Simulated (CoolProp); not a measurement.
A closed Brayton cycle with carbon dioxide: compressor inlet 305.15 K and 9 MPa, high pressure 21.8 MPa, turbine inlet 795 K, compressor efficiency 0.89, turbine efficiency 0.9, recuperator effectiveness 0.8 (on enthalpy, no pinch check). Each further row changes one setting.

The numbers come from the reference Helmholtz-energy equation of state, Span 1996 in CoolProp.

```json
[
 {"case": "as stated", "thermal efficiency (%)": "?", "net work (kJ/kg)": "93.3", "compressor to turbine work": "0.17", "compressor exit (K)": "325.8", "turbine exit (K)": "690.9"},
 {"case": "turbine inlet 745 K", "thermal efficiency (%)": "27.9", "net work (kJ/kg)": "?", "compressor to turbine work": "0.18", "compressor exit (K)": "325.8", "turbine exit (K)": "644.7"},
 {"case": "compressor inlet 315.15 K", "thermal efficiency (%)": "28.5", "net work (kJ/kg)": "?", "compressor to turbine work": "0.26", "compressor exit (K)": "?", "turbine exit (K)": "690.9"},
 {"case": "high pressure 18.5 MPa", "thermal efficiency (%)": "?", "net work (kJ/kg)": "78.5", "compressor to turbine work": "?", "compressor exit (K)": "321.3", "turbine exit (K)": "709.8"},
 {"case": "recuperator effectiveness 0.5", "thermal efficiency (%)": "?", "net work (kJ/kg)": "93.3", "compressor to turbine work": "0.17", "compressor exit (K)": "325.8", "turbine exit (K)": "690.9"}
]
```

Complete the blanks.


- as stated, thermal efficiency (%): 28.8
- turbine inlet 745 K, net work (kJ/kg): 85.2
- compressor inlet 315.15 K, net work (kJ/kg): 83.5
- compressor inlet 315.15 K, compressor exit (K): 364.4
- high pressure 18.5 MPa, thermal efficiency (%): 26.1
- high pressure 18.5 MPa, compressor to turbine work: 0.15
- recuperator effectiveness 0.5, thermal efficiency (%): 20.1
